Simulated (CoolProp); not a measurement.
Vapour-liquid equilibrium of propane (1) + cyclopropane (2) at 28.85 °C; x and y are mole fractions of (1).

Values from CoolProp's multi-fluid Helmholtz-energy mixture model, Lemmon 2009 and Polt 1992; pair parameters Bell 2016. This equation is an older, rougher fit; its heat capacities, sound speeds and derivatives of the liquid may be far off and weren't checked against measurements.

```csv
x,bubble pressure (kPa),y at the bubble point,dew pressure at overall composition x (kPa),liquid density (mol/L)
0.05,826.2,0.072,818.9,14.34
0.15,869.4,0.202,852.0,13.91
0.25,908.0,0.316,885.7,13.49
0.35,942.0,0.418,919.5,13.10
0.45,971.5,0.512,952.2,12.72
0.55,996.5,0.601,982.6,12.37
0.65,1017,0.686,1009,12.03
0.75,1033,0.771,1029,11.72
0.85,1044,0.858,1043,11.43
0.95,1049,0.951,1049,11.16
```

No azeotrope shows between x = 0.05 and 0.95.

Pair parameters are fitted to limited data, so mixtures are less certain than the pure fluids.
